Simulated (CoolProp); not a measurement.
Hexamethyldisiloxane (MM) at several states: Z from the reference equation and from simpler models built on Tc = 518.7 K, pc = 1.931 MPa, ω = 0.418; each cubic takes its own stable root.

Computed with CoolProp (reference Helmholtz-energy equation of state, Thol 2016).

```
T (K)  p (MPa)          phase  reference  van der Waals  Redlich-Kwong  Soave-Redlich-Kwong
-----  -------  -------------  ---------  -------------  -------------  -------------------
313.2   0.0993         liquid   0.008326         0.9486       0.009410             0.008929
487     0.0282            gas     0.9935         0.9949         0.9940               0.9937
276.3    0.103         liquid          …        0.01556        0.01050                    …
619.4     2.33  supercritical     0.7738              …              …               0.7935
423.5     8.67         liquid     0.6193         0.9149         0.6710               0.6475
296.9    0.542         liquid          …        0.07774        0.05276              0.05034
```

**Question.** What belongs in the gaps?

**Answer.** 
- 276.3, reference: 0.009304
- 276.3, Soave-Redlich-Kwong: 0.01006
- 619.4, van der Waals: 0.7154
- 619.4, Redlich-Kwong: 0.7319
- 296.9, reference: 0.04681

At some of these states van der Waals gives the other phase, because its saturation line lies elsewhere.
